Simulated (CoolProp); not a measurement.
Vapour-liquid equilibrium of toluene (1) + ethylbenzene (2) at 1730 kPa; x and y are mole fractions of (1).

Values from CoolProp's multi-fluid Helmholtz-energy mixture model, Lemmon 2006 and Zhou 2012; pair parameters Bell 2016.

| x | bubble temperature (K) | y at the bubble point | dew temperature at overall composition x (K) | liquid density (mol/L) |
|---|---|---|---|---|
| 0.05 | 557.3 | 0.065 | 557.8 | 5.421 |
| 0.125 | 554.5 | 0.159 | 555.6 | 5.500 |
| 0.2 | 551.9 | 0.249 | 553.3 | 5.579 |
| 0.275 | 549.3 | 0.334 | 551.1 | 5.659 |
| 0.35 | 546.7 | 0.416 | 548.8 | 5.740 |
| 0.425 | 544.3 | 0.495 | 546.5 | 5.821 |
| 0.5 | 541.8 | 0.571 | 544.1 | 5.903 |
| 0.575 | 539.4 | 0.644 | 541.7 | 5.987 |
| 0.65 | 536.9 | 0.715 | 539.2 | 6.070 |
| 0.725 | 534.5 | 0.782 | 536.6 | 6.155 |
| 0.8 | 532.0 | 0.846 | 533.8 | 6.240 |
| 0.875 | 529.6 | 0.907 | 530.9 | 6.324 |
| 0.95 | 527.2 | 0.964 | 527.8 | 6.409 |

No azeotrope shows between x = 0.05 and 0.95.

Pair parameters are fitted to limited data, so mixtures are less certain than the pure fluids.
